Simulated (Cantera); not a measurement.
Input (Python, Cantera) and output of one run.

```python
import numpy as np
import cantera as ct

gas_names = """
    H HO2 H2 H2O H2O2 Nb NbO NbO2 O OH O2 O3
""".split()
cond_names = """
    H2O(s) H2O(L) Nb(cr) Nb(L) NbO(s) NbO(L) NbO2(I) NbO2(II) NbO2(III) NbO2(L) Nb2O5(s) Nb2O5(L)
""".split()


def load(file, names, dense=False):
    # The tables refer to 1 bar. Condensed volumes are neglected.
    table = {s.name: s for s in ct.Species.list_from_file(file)}
    out = []
    for n in names:
        d = dict(table[n].input_data)
        d["thermo"] = dict(d["thermo"], **{"reference-pressure": 1e5})
        if dense:
            d["equation-of-state"] = {"model": "constant-volume", "density": "1e6 g/cm^3"}
        out.append(ct.Species.from_dict(d))
    return out


gas = ct.Solution(thermo="ideal-gas", species=load("nasa_gas.yaml", gas_names))
cond = {s.name: ct.Solution(thermo="fixed-stoichiometry", species=[s], name=s.name)
        for s in load("nasa_condensed.yaml", cond_names, dense=True)}
atoms = {
    'Nb2O5': {'Nb': 2, 'O': 5},
    'H2': {'H': 2},
    'H2O': {'H': 2, 'O': 1},
}
top_T = {}  # K; cautious upper limits of use, not melting points


def equilibrate(T, P, feed):
    n = {}
    for name, mol in feed.items():
        for a, k in atoms[name].items():
            n[a] = n.get(a, 0.0) + k * mol
    gas.TPX = T, P, n
    mass = sum(n.values()) * gas.mean_molecular_weight
    gas.equilibrate("TP")
    valid = [c for c in cond.values() if c.min_temp <= T <= top_T.get(c.name, c.max_temp)]
    mix = ct.Mixture([(gas, mass / gas.mean_molecular_weight)] + [(c, 0.0) for c in valid])
    mix.T, mix.P = T, P
    mix.equilibrate("TP", solver="vcs", rtol=1e-11, max_steps=5000)
    return mix


results = []
T = 1250  # K
P = 990000  # Pa
for m in [0.09, 0.14, 0.2, 0.3, 0.45, 0.68, 1, 1.5, 2.3, 3.4]:
    feed = {'Nb2O5': 1, 'H2': 3.6, 'H2O': m}  # mol
    mix = equilibrate(T, P, feed)
    results.append((T, P, feed, dict(zip(mix.species_names, mix.species_moles))))
    x = sorted(zip(gas.X, gas.species_names), reverse=True)
    print(f"T = {T:g} K  P = {P:g} Pa  n(H2O) = {m:g} mol  gas = {mix.phase_moles(0):.4g} mol")
    print("   x: " + "  ".join(f"{s} {v:.3e}" for v, s in x if v > 1e-05))
    print("   condensed (mol): " + ("  ".join(f"{mix.phase(i).name} {mix.phase_moles(i):.4g}"
          for i in range(1, mix.n_phases) if mix.phase_moles(i) > 1e-12) or "none"))
```

Output:

```
T = 1250 K  P = 990000 Pa  n(H2O) = 0.09 mol  gas = 3.69 mol
   x: H2 9.720e-01  H2O 2.804e-02
   condensed (mol): NbO2(III) 0.02693  Nb2O5(s) 0.9865
T = 1250 K  P = 990000 Pa  n(H2O) = 0.14 mol  gas = 3.74 mol
   x: H2 9.626e-01  H2O 3.743e-02
   condensed (mol): Nb2O5(s) 1
T = 1250 K  P = 990000 Pa  n(H2O) = 0.2 mol  gas = 3.8 mol
   x: H2 9.474e-01  H2O 5.263e-02
   condensed (mol): Nb2O5(s) 1
T = 1250 K  P = 990000 Pa  n(H2O) = 0.3 mol  gas = 3.9 mol
   x: H2 9.231e-01  H2O 7.692e-02
   condensed (mol): Nb2O5(s) 1
T = 1250 K  P = 990000 Pa  n(H2O) = 0.45 mol  gas = 4.05 mol
   x: H2 8.889e-01  H2O 1.111e-01
   condensed (mol): Nb2O5(s) 1
T = 1250 K  P = 990000 Pa  n(H2O) = 0.68 mol  gas = 4.28 mol
   x: H2 8.411e-01  H2O 1.589e-01
   condensed (mol): Nb2O5(s) 1
T = 1250 K  P = 990000 Pa  n(H2O) = 1 mol  gas = 4.6 mol
   x: H2 7.826e-01  H2O 2.174e-01
   condensed (mol): Nb2O5(s) 1
T = 1250 K  P = 990000 Pa  n(H2O) = 1.5 mol  gas = 5.1 mol
   x: H2 7.059e-01  H2O 2.941e-01
   condensed (mol): Nb2O5(s) 1
T = 1250 K  P = 990000 Pa  n(H2O) = 2.3 mol  gas = 5.9 mol
   x: H2 6.102e-01  H2O 3.898e-01
   condensed (mol): Nb2O5(s) 1
T = 1250 K  P = 990000 Pa  n(H2O) = 3.4 mol  gas = 7 mol
   x: H2 5.143e-01  H2O 4.857e-01
   condensed (mol): Nb2O5(s) 1
```

These are equilibrium values from Cantera (NASA tables, ideal gas, pure condensed phases), not measurements of a reactor. Mutual solubility and eutectic melting of coexisting phases are not modelled. Condensed phases not in the tables: the oxides between NbO2 and Nb2O5.
